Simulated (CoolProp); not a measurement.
Vapour-liquid equilibrium of CH2F2 (R32) (1) + R152A (2) at 270.5 K; x and y are mole fractions of (1).

The numbers come from the multi-fluid Helmholtz-energy mixture model, Tillner-Roth 1997 and Outcalt 1996; pair parameters Bell 2016 in CoolProp.

```
x     bubble pressure (kPa)  y at the bubble point  dew pressure at overall composition x (kPa)  liquid density (mol/L)
----  ---------------------  ---------------------  -------------------------------------------  ----------------------
0.05                      ?                  0.133                                        248.7                   14.83
0.15                  315.1                  0.335                                        268.7                   15.29
0.25                      ?                      ?                                        291.9                   15.77
0.35                  414.5                  0.598                                        319.4                   16.28
0.45                      ?                  0.690                                        352.2                   16.82
0.55                  514.1                  0.766                                        392.0                   17.39
0.65                  564.4                  0.831                                        441.1                   18.00
0.75                  615.3                  0.886                                        502.6                   18.64
0.85                  667.0                  0.936                                            ?                   19.33
0.95                  719.6                  0.980                                        683.5                   20.07
```

Problem. What belongs in the gaps?

Solution. 
- 0.05, bubble pressure (kPa): 265.0
- 0.25, bubble pressure (kPa): 364.8
- 0.25, y at the bubble point: 0.484
- 0.45, bubble pressure (kPa): 464.2
- 0.85, dew pressure at overall composition x (kPa): 581.3

No azeotrope shows between x = 0.05 and 0.95.

The pair parameters rest on a limited set of measurements; away from them the model extrapolates.
